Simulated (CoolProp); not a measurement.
Vapour-liquid equilibrium of cyclohexane (1) + toluene (2) at 434.1 K; x and y are mole fractions of (1).

Computed with CoolProp (multi-fluid Helmholtz-energy mixture model, Zhou 2014 and Lemmon 2006; pair parameters Bell 2016).

```json
[
 {"x": "0.05", "bubble pressure, mixture model (bar)": "3.735", "bubble pressure, Raoult's law (bar)": "3.672", "y, mixture model": "0.102", "y, Raoult's law": "0.093"},
 {"x": "0.15", "bubble pressure, mixture model (bar)": "(withheld)", "bubble pressure, Raoult's law (bar)": "4.006", "y, mixture model": "(withheld)", "y, Raoult's law": "0.256"},
 {"x": "0.25", "bubble pressure, mixture model (bar)": "(withheld)", "bubble pressure, Raoult's law (bar)": "4.340", "y, mixture model": "0.399", "y, Raoult's law": "0.394"},
 {"x": "0.35", "bubble pressure, mixture model (bar)": "4.941", "bubble pressure, Raoult's law (bar)": "4.674", "y, mixture model": "0.507", "y, Raoult's law": "0.513"},
 {"x": "0.45", "bubble pressure, mixture model (bar)": "(withheld)", "bubble pressure, Raoult's law (bar)": "5.008", "y, mixture model": "0.600", "y, Raoult's law": "0.615"},
 {"x": "0.55", "bubble pressure, mixture model (bar)": "(withheld)", "bubble pressure, Raoult's law (bar)": "5.342", "y, mixture model": "0.682", "y, Raoult's law": "0.705"},
 {"x": "0.65", "bubble pressure, mixture model (bar)": "5.911", "bubble pressure, Raoult's law (bar)": "5.676", "y, mixture model": "(withheld)", "y, Raoult's law": "0.784"},
 {"x": "0.75", "bubble pressure, mixture model (bar)": "6.196", "bubble pressure, Raoult's law (bar)": "6.010", "y, mixture model": "0.828", "y, Raoult's law": "0.854"},
 {"x": "0.85", "bubble pressure, mixture model (bar)": "(withheld)", "bubble pressure, Raoult's law (bar)": "6.344", "y, mixture model": "0.896", "y, Raoult's law": "0.917"},
 {"x": "0.95", "bubble pressure, mixture model (bar)": "6.722", "bubble pressure, Raoult's law (bar)": "6.678", "y, mixture model": "0.965", "y, Raoult's law": "0.974"}
]
```

### Question
Complete the blanks.

### Answer

- 0.15, bubble pressure, mixture model (bar): 4.168
- 0.15, y, mixture model: 0.268
- 0.25, bubble pressure, mixture model (bar): 4.569
- 0.45, bubble pressure, mixture model (bar): 5.286
- 0.55, bubble pressure, mixture model (bar): 5.608
- 0.65, y, mixture model: 0.757
- 0.85, bubble pressure, mixture model (bar): 6.466

The largest gap from Raoult's law is +5.7 % in bubble pressure, at x = 0.35. No azeotrope shows between x = 0.05 and 0.95.

Pair parameters are fitted to limited data, so mixtures are less certain than the pure fluids.
